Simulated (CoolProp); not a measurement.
Saturation properties of C3F8 (R218) (Tc = 345.0 K, pc = 2.640 MPa, ω = 0.317).

Values from CoolProp's reference Helmholtz-energy equation of state, Lemmon 2006. It is a short technical equation, of lower accuracy than the large ones.

| T (K) | p (MPa) | vapour density (kg/m³) | enthalpy of vaporisation (kJ/kg) | surface tension (mN/m) | liquid viscosity (µPa s) |
|---|---|---|---|---|---|
| 204.7 | 0.01851 | 2.080 | 115.9 | 14.4 | 775 |
| 211.6 | 0.02824 | 3.087 | 113.7 | 13.5 | 676 |
| 218.5 | 0.04174 | 4.450 | 111.4 | 12.7 | 594 |
| 225.3 | 0.05967 | 6.221 | 109.1 | 11.8 | 526 |
| 232.2 | 0.08360 | 8.542 | 106.7 | 11.0 | 467 |
| 239.1 | 0.1145 | 11.49 | 104.1 | 10.2 | 417 |
| 246 | 0.1536 | 15.19 | 101.5 | 9.38 | 372 |
| 252.9 | 0.2023 | 19.77 | 98.77 | 8.58 | 334 |
| 259.8 | 0.2620 | 25.37 | 95.88 | 7.80 | 300 |
| 266.6 | 0.3331 | 32.07 | 92.88 | 7.05 | 270 |
| 273.5 | 0.4192 | 40.27 | 89.65 | 6.30 | 244 |
| 280.4 | 0.5210 | 50.13 | 86.20 | 5.56 | 219 |
| 287.3 | 0.6403 | 61.98 | 82.49 | 4.84 | 198 |
| 294.2 | 0.7788 | 76.25 | 78.47 | 4.15 | 178 |
| 301 | 0.9360 | 93.25 | 74.15 | 3.48 | 160 |

It boils at 236.4 K under 1 atm.

Viscosity comes from a separate model (Huber 2003), an estimate that may be off by 10 % or more. Surface tension comes from a separate correlation (Mulero 2012).
